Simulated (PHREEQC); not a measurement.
Copper plating or etch bath: an equilibrium model

Make-up at 85 °C: 29 mmol/kgw Cu(NO3)2 and 0.19 mmol/kgw Na2SO4. Closed to the air; pH follows from the charge balance.

Model: ion-association model, wateq4f.dat, run in PHREEQC.

```
Quantity                Result
--------------  --------------
pH                        3.82
ionic strength  0.0871 mol/kgw
```

```json
[
 {"species": "NO3-", "molality": "0.0580", "activity": "0.0429", "log γ": "-0.131"},
 {"species": "Cu+2", "molality": "0.0287", "activity": "0.0108", "log γ": "-0.426"},
 {"species": "Na+", "molality": "0.000380", "activity": "0.000291", "log γ": "-0.115"},
 {"species": "H+", "molality": "0.000185", "activity": "0.000150", "log γ": "-0.090"},
 {"species": "CuSO4", "molality": "9.62e-5", "activity": "9.81e-5", "log γ": "0.009"},
 {"species": "Cu2(OH)2+2", "molality": "9.33e-5", "activity": "3.19e-5", "log γ": "-0.466"},
 {"species": "SO4-2", "molality": "9.09e-5", "activity": "3.16e-5", "log γ": "-0.458"},
 {"species": "HSO4-", "molality": "2.87e-6", "activity": "2.19e-6", "log γ": "-0.118"},
 {"species": "CuOH+", "molality": "9.47e-7", "activity": "7.15e-7", "log γ": "-0.122"},
 {"species": "NaSO4-", "molality": "8.18e-8", "activity": "6.34e-8", "log γ": "-0.111"},
 {"species": "Cu(OH)2", "molality": "9.73e-9", "activity": "9.93e-9", "log γ": "0.009"},
 {"species": "OH-", "molality": "2.69e-9", "activity": "2.01e-9", "log γ": "-0.126"}
]
```

This is a speciation only: nothing precipitates in the calculation. At this temperature some constants are extrapolated from 25 °C, and those without enthalpy data are left unchanged.
